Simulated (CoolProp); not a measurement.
Vapour-liquid equilibrium of propane (1) + isobutane (2) at 0.15 MPa; x and y are mole fractions of (1).

Model: multi-fluid Helmholtz-energy mixture model, Lemmon 2009 and Bücker 2006; pair parameters Kunz 2012, in CoolProp.

```json
[
 {"x": "0.05", "bubble temperature, mixture model (K)": "269.2", "bubble temperature, Raoult's law (K)": "269.1", "y, mixture model": "0.132", "y, Raoult's law": "0.140"},
 {"x": "0.125", "bubble temperature, mixture model (K)": "265.6", "bubble temperature, Raoult's law (K)": "265.4", "y, mixture model": "0.294", "y, Raoult's law": "0.310"},
 {"x": "0.2", "bubble temperature, mixture model (K)": "262.4", "bubble temperature, Raoult's law (K)": "262.1", "y, mixture model": "0.425", "y, Raoult's law": "0.445"},
 {"x": "0.275", "bubble temperature, mixture model (K)": "259.5", "bubble temperature, Raoult's law (K)": "259.1", "y, mixture model": "0.531", "y, Raoult's law": "0.553"},
 {"x": "0.35", "bubble temperature, mixture model (K)": "256.9", "bubble temperature, Raoult's law (K)": "256.4", "y, mixture model": "0.620", "y, Raoult's law": "0.640"},
 {"x": "0.425", "bubble temperature, mixture model (K)": "254.5", "bubble temperature, Raoult's law (K)": "253.9", "y, mixture model": "0.694", "y, Raoult's law": "0.713"},
 {"x": "0.5", "bubble temperature, mixture model (K)": "252.2", "bubble temperature, Raoult's law (K)": "251.7", "y, mixture model": "0.757", "y, Raoult's law": "0.773"},
 {"x": "0.575", "bubble temperature, mixture model (K)": "250.1", "bubble temperature, Raoult's law (K)": "249.6", "y, mixture model": "0.811", "y, Raoult's law": "0.824"},
 {"x": "0.65", "bubble temperature, mixture model (K)": "248.1", "bubble temperature, Raoult's law (K)": "247.7", "y, mixture model": "0.857", "y, Raoult's law": "0.866"},
 {"x": "0.725", "bubble temperature, mixture model (K)": "246.2", "bubble temperature, Raoult's law (K)": "245.9", "y, mixture model": "0.897", "y, Raoult's law": "0.903"},
 {"x": "0.8", "bubble temperature, mixture model (K)": "244.5", "bubble temperature, Raoult's law (K)": "244.3", "y, mixture model": "0.931", "y, Raoult's law": "0.935"},
 {"x": "0.875", "bubble temperature, mixture model (K)": "242.8", "bubble temperature, Raoult's law (K)": "242.7", "y, mixture model": "0.960", "y, Raoult's law": "0.962"},
 {"x": "0.95", "bubble temperature, mixture model (K)": "241.3", "bubble temperature, Raoult's law (K)": "241.3", "y, mixture model": "0.985", "y, Raoult's law": "0.986"}
]
```

The largest gap from Raoult's law is +0.6 K in bubble temperature, at x = 0.425. No azeotrope shows between x = 0.05 and 0.95.

The pair parameters rest on a limited set of measurements; away from them the model extrapolates.
